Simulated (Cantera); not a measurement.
A Cantera script and its output.

```python
import numpy as np
import cantera as ct

gas = ct.Solution("h2o2.yaml")
gas.TPX = 300, 58000, {'H2': 1, 'O2': 0.25, 'N2': 0.94}
flame = ct.FreeFlame(gas, width=0.059)
flame.set_refine_criteria(ratio=3, slope=0.08, curve=0.16)
flame.transport_model = "mixture-averaged"
flame.solve(loglevel=0, auto=True)
z, T = flame.grid, flame.T
thick = (T[-1] - T[0]) / np.gradient(T, z).max()
show = ['H2', 'O2', 'O', 'H2O', 'HO2', 'OH']
print(f"laminar burning velocity  {flame.velocity[0] * 100:.3f} cm/s")
print(f"burnt temperature         {T[-1]:.1f} K")
print(f"thermal thickness         {thick * 1e3:.4f} mm")
print(f"grid points               {len(z)}")
z0 = z[flame.heat_release_rate.argmax()]
print(f"{'z/mm':>9s}{'T/K':>9s}{'u/(m/s)':>9s}" + "".join(f"{s:>11s}" for s in show))
rows = []
for k in (-3, -2, -1.5, -1, -0.5, -0.25, 0, 0.25, 0.5, 1, 2, 4, 8):
    zz = z0 + k * thick
    rows.append([k * thick, np.interp(zz, z, T), np.interp(zz, z, flame.velocity),
                 *(np.interp(zz, z, flame.X[gas.species_index(s)]) for s in show)])
    print(f"{rows[-1][0] * 1e3:9.3f}{rows[-1][1]:9.1f}{rows[-1][2]:9.3f}" + "".join(f"{x:11.3e}" for x in rows[-1][3:]))
```

It prints:

```
laminar burning velocity  291.751 cm/s
burnt temperature         2049.1 K
thermal thickness         0.6692 mm
grid points               135
     z/mm      T/K  u/(m/s)         H2         O2          O        H2O        HO2         OH
   -2.008    300.0    2.918  4.566e-01  1.142e-01  9.797e-15  1.020e-13  1.970e-14  1.417e-17
   -1.338    300.0    2.918  4.566e-01  1.142e-01  1.489e-12  2.848e-11  6.061e-12  5.561e-15
   -1.004    300.0    2.918  4.566e-01  1.142e-01  2.283e-11  6.803e-10  1.619e-10  6.688e-13
   -0.669    300.1    2.918  4.566e-01  1.142e-01  1.211e-09  6.835e-08  1.876e-08  3.313e-10
   -0.335    315.0    3.048  4.533e-01  1.148e-01  8.417e-07  1.796e-04  5.467e-05  6.880e-06
   -0.167    574.3    5.399  4.233e-01  1.103e-01  1.138e-04  1.722e-02  2.186e-04  9.028e-04
    0.000    989.1    9.022  3.489e-01  8.585e-02  1.388e-03  7.714e-02  6.708e-05  9.650e-04
    0.167   1285.5   11.614  2.604e-01  3.732e-02  3.148e-03  1.711e-01  2.464e-05  2.338e-03
    0.335   1432.7   12.902  2.186e-01  9.313e-03  1.964e-03  2.249e-01  5.907e-06  2.710e-03
    0.669   1551.2   13.885  2.120e-01  8.242e-04  9.059e-04  2.429e-01  4.944e-07  2.893e-03
    1.338   1662.0   14.764  2.206e-01  3.427e-04  6.796e-04  2.457e-01  2.024e-07  3.092e-03
    2.677   1770.0   15.599  2.298e-01  2.169e-04  4.498e-04  2.483e-01  1.282e-07  2.959e-03
    5.354   1864.5   16.312  2.379e-01  1.157e-04  2.478e-04  2.510e-01  7.304e-08  2.495e-03
```

Model: the H2/O2 subset of GRI-Mech 3.0, which has no nitrogen chemistry, integrated in Cantera. Burning velocities carry a grid error of a few per cent, more on coarse grids.
